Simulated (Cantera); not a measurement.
CO + H₂ (carbon deposition, reforming and gasification)

Feed: 1 mol CO, 4.5 mol H₂, at 2698 K.

These are equilibrium values from Cantera (NASA tables, ideal gas, pure condensed phases), not measurements of a reactor. Candidate condensed phases: C, C₆H₆, C₇H₈, C₈H₁₈, H₂O; 110 gas species. The ideal-gas law is rough above about 30 bar. Equilibrium is a limit: real reactors are often held back by kinetics, nucleation or transport.

From 10.0 Pa to 1.00e7 Pa nothing is condensed. The main C-bearing gas is CO throughout.

```csv
P (Pa),x H,x H₂,x CO,x H₂O,x CH₄,x C₂H₂ (acetylene),x CH₃
10,0.874,0.0240,0.102,1.86e-8,<1e-12,2.34e-11,<1e-12
100,0.720,0.163,0.116,3.38e-7,2.59e-12,2.88e-9,1.96e-10
1000,0.386,0.468,0.147,1.71e-6,1.52e-9,4.22e-7,2.15e-8
10000,0.147,0.684,0.168,1.01e-5,9.20e-8,4.94e-6,3.40e-7
100000,0.0496,0.773,0.177,5.58e-5,2.54e-6,2.61e-5,2.79e-6
1000000,0.0160,0.803,0.180,0.000290,5.57e-5,0.000112,1.90e-5
10000000,0.00508,0.812,0.180,0.00171,0.000974,0.000332,0.000105
```
x: gas mole fraction; nothing condenses.
